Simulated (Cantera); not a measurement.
Charge: 1 mol Si, 1.8 mol Cl2, 13 mol H2, equilibrated at 823 K and 450 Torr.

Cantera equilibrium calculation (NASA polynomials, part measured and part estimated; ideal gas, pure solids and liquids). Candidate condensed phases: Si; 19 gas species. The tables' values for SiCl3 are old estimates; treat these amounts as uncertain. Kinetics and transport are ignored.

Base state: H2 0.926, SiCl4 0.0433, SiHCl3 0.0277, HCl 0.00175, SiH2Cl2 0.00149, SiCl3 4.04e-5, SiH3Cl 1.87e-5 (mole fractions); condensed: gas only.

### Question
What changes in the equilibrium state with this change: temperature from 823 K to 1423 K?

### Answer
```json
[
 {"species": "H2", "before": "0.926", "after": "0.851"},
 {"species": "HCl", "before": "0.00175", "after": "0.0903"},
 {"species": "SiCl2", "before": "3.38e-6", "after": "0.0289"},
 {"species": "SiCl4", "before": "0.0433", "after": "0.0116"},
 {"species": "SiHCl3", "before": "0.0277", "after": "0.00849"},
 {"species": "SiCl3", "before": "4.04e-5", "after": "0.00920"},
 {"species": "SiH3Cl", "before": "1.87e-5", "after": "3.05e-5"},
 {"species": "SiH2Cl2", "before": "0.00149", "after": "0.000947"},
 {"species": "Si(s), mol", "before": "0", "after": "0.146"}
]
```

### Question
What changes in the equilibrium state with this change: Si replaced by SiCl4?

### Answer
| species | before | after |
|---|---|---|
| H2 | 0.926 | 0.709 |
| HCl | 0.00175 | 0.228 |
| SiCl4 | 0.0433 | 0.0631 |
| SiHCl3 | 0.0277 | 0.000236 |
| SiH2Cl2 | 0.00149 | 7.46e-8 |
| SiH3Cl | 1.87e-5 | <1e-9 |
| SiCl3 | 4.04e-5 | 3.94e-7 |

### Question
What changes in the equilibrium state with this change: temperature from 823 K to 1048.15 K?

### Answer
```tsv
species	before	after
H2	0.926	0.916
SiCl4	0.0433	0.0407
SiHCl3	0.0277	0.0246
HCl	0.00175	0.0155
SiCl2	3.38e-6	0.000489
SiCl3	4.04e-5	0.00104
Si(s), mol	0	0.0493
```
